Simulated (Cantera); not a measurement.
**Thermodynamics of tantalum, niobium, vanadium and zirconium in process gases, feed Zr + NH₃ + H₂**

A closed system holds: 1 mol Zr, 1.1 mol NH₃, 120 mol H₂, held at 2450 °C and 2.10 bar.

Equilibrium computed with Cantera from the NASA thermochemical tables; the gas is ideal and each condensed phase is pure. Candidate condensed phases: Zr, ZrN; 11 gas species. ZrN: taken at fixed stoichiometry. Kinetics and transport are ignored.

The x(H₂) comes out as 0.958 and the x(H) comes out as 0.0419. The x(N₂) is 0.000403 and the x(Zr) is 2.93e-6. The n(ZrN(s)) is 1.000 mol and the gas amount is 124.3 mol. The log10 activity of Zr(l) (absent) comes out as -0.64.
